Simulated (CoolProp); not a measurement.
Properties of acetone along the isobar 214 bar.

The numbers come from the reference Helmholtz-energy equation of state, Lemmon 2006 in CoolProp. It is a short technical equation, of lower accuracy than the large ones.

```csv
T (°C),phase,cv (kJ/(kg K)),Joule-Thomson coefficient (K/MPa),isothermal compressibility (1/MPa)
-13.05,liquid,1.500,-0.4067,0.0007653
6.55,liquid,1.525,-0.3920,___
26.15,liquid,1.555,___,0.001014
45.85,liquid,1.588,-0.3532,0.001176
65.45,liquid,1.624,-0.3289,0.001368
85.05,liquid,1.662,-0.3011,0.001601
104.65,liquid,1.702,-0.2692,0.001885
124.25,liquid,___,-0.2325,___
143.95,liquid,1.784,-0.1900,0.002672
163.55,liquid,1.826,-0.1407,0.003217
183.15,liquid,___,-0.08307,___
202.75,liquid,1.910,-0.01514,0.004784
```

### Question
Fill in the missing entries.

### Answer

- 6.55, isothermal compressibility (1/MPa): 0.0008795
- 26.15, Joule-Thomson coefficient (K/MPa): -0.3743
- 124.25, cv (kJ/(kg K)): 1.743
- 124.25, isothermal compressibility (1/MPa): 0.002235
- 183.15, cv (kJ/(kg K)): 1.868
- 183.15, isothermal compressibility (1/MPa): 0.003907
